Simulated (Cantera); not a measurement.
A closed system holds: 1 mol C₂H₄, 0.094 mol H₂O, 1.6 mol H₂, equilibrated at 1.60 mbar.

Equilibrium computed with Cantera from the NASA thermochemical tables; the gas is ideal and each condensed phase is pure. Candidate condensed phases: C, C₆H₆, C₇H₈, C₈H₁₈, H₂O; 110 gas species. Kinetics and transport are ignored.

x: gas mole fraction; n: condensed amount in mol.

```csv
T (°C),x H₂,x H,x CO,x C₂H₂ (acetylene),x C₃,x C₂H,n C(graphite)
1402,0.972,0.00286,0.0248,5.65e-5,1.17e-12,8.23e-10,1.91
1477,0.969,___,0.0247,___,___,___,1.91
1552,0.964,0.0108,0.0247,0.000207,1.52e-10,2.26e-8,1.90
1627,0.956,0.0194,0.0246,0.000365,1.29e-9,9.69e-8,1.90
1702,0.942,0.0332,0.0244,0.000612,9.28e-9,3.70e-7,1.90
1777,0.920,0.0544,0.0241,0.000977,5.76e-8,1.28e-6,1.90
1852,0.889,0.0856,0.0238,0.00149,3.13e-7,4.00e-6,1.89
1927,0.845,0.129,0.0232,0.00217,1.51e-6,1.15e-5,1.89
2002,0.786,0.188,0.0225,0.00299,6.55e-6,3.04e-5,1.88
2077,___,___,0.0216,___,___,___,1.87
2152,0.622,0.353,0.0204,0.00485,9.32e-5,0.000168,1.86
2227,0.521,0.454,0.0192,0.00563,0.000311,0.000352,1.84
2302,0.416,0.558,0.0178,0.00611,0.000963,0.000688,1.82
2377,0.315,0.657,0.0165,0.00618,0.00280,0.00125,1.76
```

What belongs in the gaps?


- 2077, x H₂: 0.711
- 2077, x H: 0.263
- 2077, x C₂H₂ (acetylene): 0.00393
- 2077, x C₃: 2.58e-5
- 2077, x C₂H: 7.42e-5
- 1477, x H: 0.00572
- 1477, x C₂H₂ (acetylene): 0.000111
- 1477, x C₃: 1.49e-11
- 1477, x C₂H: 4.63e-9
